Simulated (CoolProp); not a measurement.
Values from CoolProp's reference Helmholtz-energy equation of state, Thol 2017.

For octamethyltrisiloxane (MDM), give the phase and the density (kg/m³), cp (kJ/(kg K)), cv (kJ/(kg K)) at 163.45 °C and 20.1 bar; 301.85 °C and 20.1 bar.


- 163.45 °C and 20.1 bar: liquid; density 670, cp 2.13, cv 1.82
- 301.85 °C and 20.1 bar: supercritical; density 394, cp 3.02, cv 2.15
